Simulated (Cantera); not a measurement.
Mixture: CH4 : CO : O2 : N2 = 1 : 0.14 : 1.72 : 6.9 (molar parts), at 0.370 bar, adiabatic and at constant pressure. Ignition delay is the time to a rise of 400 K.

Model: GRI-Mech 3.0 (53 species, 325 reactions), integrated in Cantera.

Task: What does this change do: pressure from 0.370 bar to 10.0 bar?

Result: 
```json
[
 {"quantity": "delay at 1175 K", "before": "0.193 s", "after": "9.37 ms"},
 {"quantity": "delay at 1275 K", "before": "43.0 ms", "after": "2.62 ms"},
 {"quantity": "delay at 1375 K", "before": "11.4 ms", "after": "0.833 ms"},
 {"quantity": "delay at 1475 K", "before": "3.68 ms", "after": "0.292 ms"},
 {"quantity": "apparent activation energy between 1425 and 1525 K", "before": "190 kJ/mol", "after": "180 kJ/mol"}
]
```
